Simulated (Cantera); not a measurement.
An isothermal, constant-pressure homogeneous reactor starts with H2 : O2 : N2 = 1.5 : 1 : 16 (molar parts), equivalence ratio 0.75, at 823 K and 0.133 bar.

Detailed kinetics in Cantera: GRI-Mech 3.0 (53 species, 325 reactions). Radical loss at walls, strong at low pressure, is not modelled. Below about 950 K walls govern HO2 and H2O2 in real vessels. The temperature is held fixed by assumption; the heat of reaction is taken as removed at once.

Predict: x(H2) at 5.00 s; x(O2) at 5.00 s; x(H2O2) at 5.00 s; x(NO) at 5.00 s; x(NO2) at 5.00 s.


```
Property                                            Result
-----------------  ---------------------------------------
x(H2) at 5.00 s     0.00270 (gas-phase equilibrium <1e-12)
x(O2) at 5.00 s      0.0154 (gas-phase equilibrium 0.0141)
x(H2O2) at 5.00 s   1.29e-5 (gas-phase equilibrium <1e-12)
x(NO) at 5.00 s    2.72e-8 (gas-phase equilibrium 8.19e-7)
x(NO2) at 5.00 s   2.89e-8 (gas-phase equilibrium 1.87e-8)
```
